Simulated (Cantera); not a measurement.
## Formation from one mole of O₂

Standard-state values (1 bar) from the NASA 1993 polynomials, evaluated with Cantera. Values are per mole of reaction as written; species without (g) are pure solids or liquids, kept so even where they would boil at 1 bar.

4 Cu + O₂(g) → 2 Cu₂O

| T (K) | ΔH° (kJ) | ΔS° (J/K) | ΔG° (kJ) | log10 K |
|---|---|---|---|---|
| 900 | -336.7 | -145.7 | -205.6 | 11.93 |
| 950 | -336.0 | -145.0 | -198.3 | 10.90 |
| 1000 | -335.4 | -144.3 | -191.1 | 9.98 |
| 1050 | -334.7 | -143.7 | -183.9 | 9.15 |
| 1100 | -334.1 | -143.1 | -176.7 | 8.39 |

2 C + O₂(g) → 2 CO(g)

```
T (K)  ΔH° (kJ)  ΔS° (J/K)  ΔG° (kJ)  log10 K
-----  --------  ---------  --------  -------
900      -222.8      177.8    -382.9    22.22
950      -223.4      177.2    -391.7    21.54
1000     -224.0      176.6    -400.6    20.92
1050     -224.6      176.0    -409.4    20.37
1100     -225.2      175.5    -418.2    19.86
```

1.2 Ti + O₂(g) → 0.4 Ti₃O₅

```
T (K)  ΔH° (kJ)  ΔS° (J/K)  ΔG° (kJ)  log10 K
-----  --------  ---------  --------  -------
900      -972.7     -168.3    -821.2    47.66
950      -972.2     -167.8    -812.8    44.69
1000     -971.7     -167.3    -804.4    42.02
1050     -971.3     -166.9    -796.1    39.60
1100     -971.0     -166.6    -787.8    37.41
```

V + O₂(g) → VO₂(g)

```
T (K)  ΔH° (kJ)  ΔS° (J/K)  ΔG° (kJ)  log10 K
-----  --------  ---------  --------  -------
900      -237.5       22.0    -257.3    14.94
950      -237.9       21.6    -258.4    14.21
1000     -238.4       21.1    -259.5    13.55
1050     -238.9       20.6    -260.5    12.96
1100     -239.4       20.2    -261.6    12.42
```
